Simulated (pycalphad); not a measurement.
Computed with pycalphad from the COST 507 light-alloy database (1999), at 1 atm. These are 1990s assessments: newer ones move some temperatures and phases. Not assessed as a whole: an extrapolation from subsystems, which can miss ternary compounds. Phase fractions are per mole of atoms. Diffusion is slow at the low end, where real alloys seldom reach equilibrium.

### Question
Give the equilibrium state of Ti-11.02Si-8.89Fe (at.%) at 675 K.

### Answer
```
T = 675.00 K, P = 101325 Pa, N = 1 mol of atoms
G = -49857 J/mol, H = -15154 J/mol, S = 51.41 J/(mol K)  (SER reference)
chemical potentials (J/mol): Ti -25433, Si -214326, Fe -66019
phase             fraction      x(Ti)      x(Si)      x(Fe)
SITI3               0.4358     0.7500     0.2500       none
HCP_A3              0.3865     0.9967     0.0033   6.26e-05
FETI                0.1778     0.5000       none     0.5000
```

### Question
Give the equilibrium state of Ti-11.02Si-8.89Fe (at.%) at 1050 K.

### Answer
```
T = 1050.00 K, P = 101325 Pa, N = 1 mol of atoms
G = -72553 J/mol, H = -392 J/mol, S = 68.73 J/(mol K)  (SER reference)
chemical potentials (J/mol): Ti -49854, Si -224144, Fe -89138
phase             fraction      x(Ti)      x(Si)      x(Fe)
BCC_A2              0.5955     0.8355     0.0152     0.1493
SITI3               0.4045     0.7500     0.2500       none
```

Database names, with the compositions (at.%) that they take in these runs: SITI3: Ti 75 Si 25; FETI: Ti 50 Fe 50. BCC_A2 is bcc; HCP_A3 is hcp. An entry "none" or "no" means that the model of the phase leaves that element out.
